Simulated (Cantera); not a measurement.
Mixture: 11.7 % CH4, 18.6 % O2, 69.8 % N2, at 3.80 bar, adiabatic and at constant volume. Ignition delay is the time to a rise of 400 K.

Model: GRI-Mech 3.0 (53 species, 325 reactions), integrated in Cantera.

### Question
Predict: delay at 1150 K; delay at 1300 K; delay at 1450 K; delay at 1600 K; apparent activation energy between 1525 and 1675 K.

### Answer
```json
{
 "delay at 1150 K": "28.1 ms",
 "delay at 1300 K": "3.99 ms",
 "delay at 1450 K": "0.725 ms",
 "delay at 1600 K": "0.165 ms",
 "apparent activation energy between 1525 and 1675 K": "190 kJ/mol"
}
```
